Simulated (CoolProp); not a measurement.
Values from CoolProp's reference Helmholtz-energy equation of state, Lemmon 2013.

Question: Give the vapour pressure (MPa), liquid density (kg/m³), vapour density (kg/m³), enthalpy of vaporisation (kJ/kg) of saturated propylene at 323.4 K.

Answer: 
```tsv
T (K)	p (MPa)	liquid density (kg/m³)	vapour density (kg/m³)	enthalpy of vaporisation (kJ/kg)
323.4	2.06	457	46.1	278
```
